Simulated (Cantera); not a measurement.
Feed: 1 mol SiHCl3, 0.018 mol HCl, 51 mol H2, held at 1300 °C and 133 Pa.

Equilibrium computed with Cantera from the NASA thermochemical tables; the gas is ideal and each condensed phase is pure. Candidate condensed phases: Si; 19 gas species. The tables' values for SiCl, SiCl3 are old estimates; treat these amounts as uncertain. Equilibrium is a limit: real reactors are often held back by kinetics, nucleation or transport.

Base state: H2 0.949, HCl 0.0434, SiCl2 0.00671, H 0.00108, Si 4.12e-5, Cl 3.94e-5, SiCl 2.70e-5, SiCl3 1.74e-5 (mole fractions); condensed: Si(s).

Task: What changes in the equilibrium state with this change: H2 from 51 to 33 mol?

Result: 
```
species      before    after
----------  -------  -------
H2            0.949    0.926
HCl          0.0434   0.0598
SiCl2       0.00671   0.0131
SiCl3       1.74e-5  4.72e-5
Cl          3.94e-5  5.50e-5
SiCl        2.70e-5  3.77e-5
H           0.00108  0.00107
Si(s), mol    0.639    0.538
```
The tables' values for SiCl3, SiCl are old estimates; treat these amounts as uncertain.

Task: What changes in the equilibrium state with this change: temperature from 1300 °C to 1477 °C?

Result: 
```csv
species,before,after
H2,0.949,0.943
HCl,0.0434,0.0431
SiCl2,0.00671,0.00655
H,0.00108,0.00618
Si,4.12e-5,0.00113
SiH,3.53e-6,5.28e-5
SiCl,2.70e-5,0.000214
SiH2,3.48e-6,1.96e-5
Cl,3.94e-5,0.000218
SiCl3,1.74e-5,6.73e-6
"Si(s), mol",0.639,0
"Si(l), mol",0,0.575
```
The tables' values for SiCl are old estimates; treat these amounts as uncertain. Gases not in the tables: Si2H6 and higher silanes.
